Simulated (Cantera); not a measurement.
Charge: 1 mol TiO2, 77 mol H2, 15 mol N2, held at 7.50 Torr.

These are equilibrium values from Cantera (NASA tables, ideal gas, pure condensed phases), not measurements of a reactor. Candidate condensed phases: H2O, Ti, TiN, TiO, TiO2, Ti2O3, Ti3O5, Ti4O7; 27 gas species. Mutual solubility and eutectic melting of coexisting phases are not modelled. Condensed phases not in the tables: Magnéli phases beyond Ti4O7. Rates play no part.

log p: log10 of the partial pressure in bar; n: condensed amount in mol.

```json
[
 {"T (°C)": "1077", "log p H2": "-2.08", "log p N2": "-2.79", "log p H": "-6.66", "log p H2O": "-4.57", "log p OH": "…", "n Ti4O7(s)": "0.250", "n Ti3O5(s)": "0"},
 {"T (°C)": "1127", "log p H2": "-2.08", "log p N2": "-2.79", "log p H": "-6.35", "log p H2O": "-4.57", "log p OH": "…", "n Ti4O7(s)": "0.250", "n Ti3O5(s)": "0"},
 {"T (°C)": "1177", "log p H2": "-2.08", "log p N2": "-2.79", "log p H": "-6.06", "log p H2O": "-4.57", "log p OH": "…", "n Ti4O7(s)": "0.250", "n Ti3O5(s)": "0"},
 {"T (°C)": "1227", "log p H2": "-2.08", "log p N2": "-2.79", "log p H": "-5.79", "log p H2O": "-4.45", "log p OH": "…", "n Ti4O7(s)": "0.0165", "n Ti3O5(s)": "0.311"},
 {"T (°C)": "1277", "log p H2": "-2.08", "log p N2": "-2.79", "log p H": "-5.54", "log p H2O": "-4.44", "log p OH": "…", "n Ti4O7(s)": "0", "n Ti3O5(s)": "0.333"},
 {"T (°C)": "1327", "log p H2": "-2.08", "log p N2": "-2.79", "log p H": "-5.30", "log p H2O": "-4.44", "log p OH": "…", "n Ti4O7(s)": "0", "n Ti3O5(s)": "0.333"},
 {"T (°C)": "1377", "log p H2": "-2.08", "log p N2": "-2.79", "log p H": "-5.08", "log p H2O": "-4.44", "log p OH": "…", "n Ti4O7(s)": "0", "n Ti3O5(s)": "0.333"},
 {"T (°C)": "1427", "log p H2": "-2.08", "log p N2": "-2.79", "log p H": "-4.87", "log p H2O": "-4.44", "log p OH": "…", "n Ti4O7(s)": "0", "n Ti3O5(s)": "0.333"},
 {"T (°C)": "1477", "log p H2": "-2.08", "log p N2": "-2.79", "log p H": "-4.67", "log p H2O": "-4.44", "log p OH": "…", "n Ti4O7(s)": "0", "n Ti3O5(s)": "0.333"},
 {"T (°C)": "1527", "log p H2": "-2.08", "log p N2": "-2.79", "log p H": "-4.49", "log p H2O": "-4.44", "log p OH": "…", "n Ti4O7(s)": "0", "n Ti3O5(s)": "0.333"},
 {"T (°C)": "1577", "log p H2": "-2.08", "log p N2": "-2.79", "log p H": "-4.31", "log p H2O": "-4.44", "log p OH": "…", "n Ti4O7(s)": "0", "n Ti3O5(s)": "0.333"}
]
```

### Question
Some entries are withheld; supply them.

### Answer

- 1077, log p OH: -10.94
- 1127, log p OH: -10.54
- 1177, log p OH: -10.17
- 1227, log p OH: -9.71
- 1277, log p OH: -9.38
- 1327, log p OH: -9.07
- 1377, log p OH: -8.79
- 1427, log p OH: -8.52
- 1477, log p OH: -8.27
- 1527, log p OH: -8.03
- 1577, log p OH: -7.80
